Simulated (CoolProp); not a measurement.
The numbers come from the reference Helmholtz-energy equation of state, Wagner 2002 in CoolProp.

### Question
Give the vapour pressure (MPa), vapour density (kg/m³) of saturated water at 459, 477.7 K.

### Answer
```tsv
T (K)	p (MPa)	vapour density (kg/m³)
459	1.15	5.86
477.7	1.71	8.61
```
